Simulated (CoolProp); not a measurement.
Carbon monoxide along the isobar 4.85 MPa: density (kg/m³) from the reference equation and from simpler models built on Tc = 132.9 K, pc = 3.498 MPa, ω = 0.050; each cubic takes its own stable root.

The numbers come from the reference Helmholtz-energy equation of state, Lemmon 2006 in CoolProp. It is a short technical equation, of lower accuracy than the large ones.

```tsv
T (K)	phase	reference
94.5	liquid	749.4
105	liquid	699.2
115.4	liquid	641.3
125.8	liquid	567.6
136.3	supercritical	441.2
146.7	supercritical	206.2
157.2	supercritical	152.6
167.6	supercritical	128.3
178	supercritical	112.9
```

Question: How far does each simpler model (van der Waals, Redlich-Kwong, Soave-Redlich-Kwong, Peng-Robinson) lie from the reference over these 9 states: mean and median of the absolute difference, and the worst?

Answer: 
- van der Waals: mean 17.8 %, median 21.7 %, worst -30.0 % at 94.5 K and 4.85 MPa
- Redlich-Kwong: mean 2.9 %, median 0.8 %, worst -11.1 % at 136.3 K and 4.85 MPa
- Soave-Redlich-Kwong: mean 3.1 %, median 1.5 %, worst -11.7 % at 136.3 K and 4.85 MPa
- Peng-Robinson: mean 6.1 %, median 4.2 %, worst +12.4 % at 94.5 K and 4.85 MPa
